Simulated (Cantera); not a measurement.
# Silicon epitaxy and polysilicon growth: Si3H8 + Cl2 + N2

Feed: 1 mol Si3H8, 0.0083 mol Cl2, 5.2 mol N2, held at 1700 K.

Method: chemical equilibrium by Gibbs-energy minimisation in Cantera with the NASA 1993 tables (ideal gas, pure condensed phases). Candidate condensed phases: NH4Cl, Si, Si3N4; 28 gas species. The feed counts by its element totals alone. Mutual solubility and eutectic melting of coexisting phases are not modelled. Rates play no part.

```json
[
 {"P (Pa)": "100", "x N2": "0.563", "x H2": "0.431", "x H": "0.00306", "x HCl": "0.00173", "x Si": "0.000679", "x SiCl2": "2.49e-5", "n Si(l)": "2.99", "n Si3N4(s)": "0"},
 {"P (Pa)": "350", "x N2": "0.446", "x H2": "0.550", "x H": "0.00185", "x HCl": "0.00222", "x Si": "0.000194", "x SiCl2": "3.20e-5", "n Si(l)": "0.0425", "n Si3N4(s)": "0.985"},
 {"P (Pa)": "1300", "x N2": "0.444", "x H2": "0.553", "x H": "0.000961", "x HCl": "0.00227", "x Si": "2.18e-5", "x SiCl2": "1.40e-5", "n Si(l)": "0", "n Si3N4(s)": "1.000"},
 {"P (Pa)": "4500", "x N2": "0.444", "x H2": "0.553", "x H": "0.000517", "x HCl": "0.00229", "x Si": "2.76e-6", "x SiCl2": "6.19e-6", "n Si(l)": "0", "n Si3N4(s)": "1.000"},
 {"P (Pa)": "16000", "x N2": "0.444", "x H2": "0.554", "x H": "0.000274", "x HCl": "0.00230", "x Si": "3.33e-7", "x SiCl2": "2.68e-6", "n Si(l)": "0", "n Si3N4(s)": "1.000"},
 {"P (Pa)": "56000", "x N2": "0.444", "x H2": "0.554", "x H": "0.000147", "x HCl": "0.00230", "x Si": "4.12e-8", "x SiCl2": "1.16e-6", "n Si(l)": "0", "n Si3N4(s)": "1.000"},
 {"P (Pa)": "200000", "x N2": "0.444", "x H2": "0.554", "x H": "7.75e-5", "x HCl": "0.00230", "x Si": "4.94e-9", "x SiCl2": "4.99e-7", "n Si(l)": "0", "n Si3N4(s)": "1.000"}
]
```
x: gas mole fraction; n: condensed amount in mol.

At 0.00100 bar the condensed part is Si(l). At 0.00350 bar the condensed part is Si(l) + Si3N4(s). From 0.0130 bar to 2.00 bar the condensed part is Si3N4(s). The main Si-bearing gas is Si at 0.00100 bar and SiCl2 at 2.00 bar.
